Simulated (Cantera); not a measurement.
Standard-state values (1 bar) from the NASA 1993 polynomials, evaluated with Cantera. Values are per mole of reaction as written; species without (g) are pure solids or liquids, kept so even where they would boil at 1 bar.

Problem. Between 300 and 1048 K, where is each reaction favourable under standard conditions?
- H2(g) → 2 H(g)
- H2S(g) → 2 H(g) + S

Solution. 
- H2(g) → 2 H(g): ΔG° is 406 kJ at 300 K and 326 kJ at 1048 K; it stays positive (K < 1). ΔH° is 445 kJ and ΔS° 114 J/K at 1048 K.
- H2S(g) → 2 H(g) + S: ΔG° is 440 kJ at 300 K and 374 kJ at 1048 K; it stays positive (K < 1). ΔH° is 484 kJ and ΔS° 106 J/K at 1048 K.
